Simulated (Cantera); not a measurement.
A closed system holds: 1 mol CH4, 0.99 mol CO2, 15 mol H2, equilibrated at 1925 K and 310 Pa.

Cantera equilibrium calculation (NASA polynomials, part measured and part estimated; ideal gas, pure solids and liquids). Candidate condensed phases: C, C6H6, C7H8, C8H18, H2O; 110 gas species. Equilibrium is a limit: real reactors are often held back by kinetics, nucleation or transport.

Base state: H2 0.880, CO 0.103, H 0.0161, C2H2 (acetylene) 0.000260 (mole fractions); condensed: gas only.

Q: What changes in the equilibrium state with this change: pressure from 310 Pa to 10000 Pa?

A: 
| species | before | after |
|---|---|---|
| H2 | 0.880 | 0.893 |
| CO | 0.103 | 0.104 |
| H | 0.0161 | 0.00286 |
| CH4 | 1.01e-6 | 3.23e-5 |
| C2H2 (acetylene) | 0.000260 | 0.000247 |

Q: What changes in the equilibrium state with this change: temperature from 1925 K to 1675 K?

A: 
| species | before | after |
|---|---|---|
| H2 | 0.880 | 0.894 |
| CO | 0.103 | 0.104 |
| H | 0.0161 | 0.00197 |
| C2H2 (acetylene) | 0.000260 | 5.19e-5 |
| C(graphite), mol | 0 | 0.00797 |
